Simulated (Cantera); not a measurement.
A perfectly stirred reactor is fed with NO : N2 = 1 : 1.3 (molar parts), at 1.09 atm; it is held at 1975 K, and followed from long to short residence time.

Computed with Cantera and GRI-Mech 3.0 (53 species, 325 reactions).

```json
[
 {"quantity": "x(NO) at τ = 0.650 s", "before": "0.264", "after": "0.421"},
 {"quantity": "x(O2) at τ = 0.650 s", "before": "0.0848", "after": "0.00678"},
 {"quantity": "x(N2) at τ = 0.650 s", "before": "0.650", "after": "0.572"},
 {"quantity": "x(NO2) at τ = 0.650 s", "before": "0.000322", "after": "2.51e-5"},
 {"quantity": "x(O) at τ = 0.650 s", "before": "0.000159", "after": "0.000445"},
 {"quantity": "x(NO) at τ = 15.0 ms", "before": "0.428", "after": "0.435"},
 {"quantity": "x(O2) at τ = 15.0 ms", "before": "0.00325", "after": "2.62e-5"},
 {"quantity": "x(N2) at τ = 15.0 ms", "before": "0.569", "after": "0.565"},
 {"quantity": "x(NO2) at τ = 15.0 ms", "before": "0.000171", "after": "5.36e-6"},
 {"quantity": "x(O) at τ = 15.0 ms", "before": "5.54e-5", "after": "8.96e-5"}
]
```

Problem. What was changed between the two runs?
A) NO 1 to 7.1 parts
B) N2 1.3 to 0.63 parts
C) pressure from 1.09 atm to 0.0263 atm
D) N2 1.3 to 9.4 parts

Solution. C, pressure from 1.09 atm to 0.0263 atm
